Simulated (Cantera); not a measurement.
**Thermodynamics of abatement and gas-phase synthesis, feed H2O + O2**

Input: 1 mol H2O, 2 mol O2, at 90.0 Torr.

Cantera equilibrium calculation (NASA polynomials, part measured and part estimated; ideal gas, pure solids and liquids). Candidate condensed phases: H2O; 22 gas species. Ions and electrons are included (thermal ionisation). Equilibrium is a limit: real reactors are often held back by kinetics, nucleation or transport.

From 2227 °C to 4727 °C nothing is condensed.

| T (°C) | x O | x O2 | x H | x H2O | x OH | x H2 | x HO2 | x e- |
|---|---|---|---|---|---|---|---|---|
| 2227 | 0.0328 | 0.616 | 0.00573 | 0.285 | 0.0543 | 0.00622 | 3.19e-5 | 1.20e-10 |
| 2477 | 0.0947 | 0.545 | 0.0248 | 0.225 | 0.0951 | 0.0158 | 4.68e-5 | 9.74e-10 |
| 2727 | 0.213 | 0.423 | 0.0751 | 0.137 | 0.125 | 0.0272 | 4.94e-5 | 4.90e-9 |
| 2977 | 0.376 | 0.271 | 0.157 | 0.0529 | 0.115 | 0.0286 | 3.35e-5 | 1.69e-8 |
| 3227 | 0.532 | 0.140 | 0.227 | 0.0121 | 0.0713 | 0.0177 | 1.40e-5 | 5.03e-8 |
| 3477 | 0.633 | 0.0609 | 0.261 | 0.00206 | 0.0346 | 0.00816 | 4.24e-6 | 1.34e-7 |
| 3727 | 0.680 | 0.0251 | 0.275 | 0.000350 | 0.0157 | 0.00357 | 1.18e-6 | 3.18e-7 |
| 3977 | 0.700 | 0.0107 | 0.281 | 6.69e-5 | 0.00738 | 0.00164 | 3.47e-7 | 7.36e-7 |
| 4227 | 0.708 | 0.00486 | 0.283 | 1.49e-5 | 0.00367 | 0.000804 | 1.13e-7 | 1.75e-6 |
| 4477 | 0.711 | 0.00237 | 0.284 | 3.83e-6 | 0.00195 | 0.000422 | 4.06e-8 | 4.19e-6 |
| 4727 | 0.713 | 0.00124 | 0.285 | 1.12e-6 | 0.00110 | 0.000235 | 1.61e-8 | 9.73e-6 |
x: gas mole fraction; nothing condenses.
